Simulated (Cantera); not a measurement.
A Cantera script and its output.

```python
import numpy as np
import cantera as ct

gas = ct.Solution("gri30.yaml")


def delay(T, t_max=10):
    gas.TPX = T, 500000, {'CH4': 1, 'O2': 3.03, 'N2': 11.4, 'H2O': 0.57}
    reactor = ct.IdealGasReactor(gas, clone=False)
    net = ct.ReactorNet([reactor])
    net.rtol, net.atol = 1e-8, 1e-16
    while net.time < t_max:
        t_old, T_old = net.time, reactor.T
        net.step()
        if reactor.T > T + 400:  # ignition: a rise of 400 K
            return t_old + (T + 400 - T_old) / (reactor.T - T_old) * (net.time - t_old)
    return np.nan


taus = []
for T in [1175, 1250, 1325, 1400, 1475, 1550, 1625, 1700]:
    taus.append(delay(T))
    print(f"T0 = {T:6g} K   tau = {taus[-1]:.4e} s")
```

Output:

```
T0 =   1175 K   tau = 1.1145e-02 s
T0 =   1250 K   tau = 4.3432e-03 s
T0 =   1325 K   tau = 1.8067e-03 s
T0 =   1400 K   tau = 7.9546e-04 s
T0 =   1475 K   tau = 3.6910e-04 s
T0 =   1550 K   tau = 1.8053e-04 s
T0 =   1625 K   tau = 9.3362e-05 s
T0 =   1700 K   tau = 5.1182e-05 s
```

Cantera simulation using GRI-Mech 3.0 (53 species, 325 reactions); the numbers are that mechanism's predictions, not measurements.
